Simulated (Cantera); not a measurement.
Charge: 1 mol Fe3O4, 4.6 mol CO, 3.4 mol N2, at 1975 K and 99.0 Pa.

Cantera equilibrium calculation (NASA polynomials, part measured and part estimated; ideal gas, pure solids and liquids). Candidate condensed phases: C, Fe, Fe(CO)5, FeO, Fe2O3, Fe3O4; 27 gas species. The tables' stoichiometric FeO is somewhat more stable than real wüstite, so its field is too wide. FeO: taken at fixed stoichiometry. Equilibrium is a limit: real reactors are often held back by kinetics, nucleation or transport.

Base state: N2 0.398, CO 0.363, CO2 0.176, Fe 0.0596, FeO 0.00243, O 0.000288, O2 0.000271, NO 0.000182 (mole fractions); condensed: FeO(l).

**Question.** What changes in the equilibrium state with this change: CO from 4.6 to 1.2 mol?

**Answer.** 
```
species        before    after
-----------  --------  -------
N2              0.398    0.719
CO2             0.176    0.194
CO              0.363   0.0605
Fe             0.0596  0.00902
O2           0.000271   0.0118
NO           0.000182  0.00162
O            0.000288  0.00190
FeO(l), mol      2.47     2.95
```

**Question.** What changes in the equilibrium state with this change: temperature from 1975 K to 2325 K?

**Answer.** 
| species | before | after |
|---|---|---|
| N2 | 0.398 | 0.274 |
| CO | 0.363 | 0.240 |
| Fe | 0.0596 | 0.217 |
| O2 | 0.000271 | 0.0579 |
| O | 0.000288 | 0.0439 |
| FeO | 0.00243 | 0.0268 |
| CO2 | 0.176 | 0.134 |
| NO | 0.000182 | 0.00512 |
| FeO(l), mol | 2.47 | 0 |

**Question.** What changes in the equilibrium state with this change: CO from 4.6 to 1.7 mol?

**Answer.** 
```
species        before     after
-----------  --------  --------
N2              0.398     0.650
CO2             0.176     0.201
CO              0.363     0.124
Fe             0.0596    0.0178
O2           0.000271   0.00305
NO           0.000182  0.000782
O            0.000288  0.000967
FeO(l), mol      2.47      2.89
```
